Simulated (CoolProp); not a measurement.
CF4 (R14) along the isotherm -20.95 °C: Z from the reference equation and from simpler models built on Tc = -45.8 °C, pc = 3762 kPa, ω = 0.178; each cubic takes its own stable root.

Values from CoolProp's reference Helmholtz-energy equation of state, Platzer 1990. This equation is an older, rougher fit; its heat capacities, sound speeds and derivatives of the liquid may be far off and weren't checked against measurements.

```csv
p (kPa),phase,reference
2690,gas,0.8073
5370,supercritical,0.5559
8060,supercritical,0.4278
10700,supercritical,0.4763
13400,supercritical,0.5488
16100,supercritical,0.6254
18800,supercritical,0.7025
21500,supercritical,0.7792
24200,supercritical,0.8552
26900,supercritical,0.9304
29600,supercritical,1.005
32200,supercritical,1.076
34900,supercritical,1.148
37600,supercritical,1.221
```

Task: How far does each simpler model (van der Waals, Soave-Redlich-Kwong) lie from the reference over these 14 states: mean and median of the absolute difference, and the worst?

Result: 
- van der Waals: mean 20.5 %, median 23.9 %, worst +25.6 % at -20.95 °C and 37600 kPa
- Soave-Redlich-Kwong: mean 3.3 %, median 2.0 %, worst +11.3 % at -20.95 °C and 8060 kPa
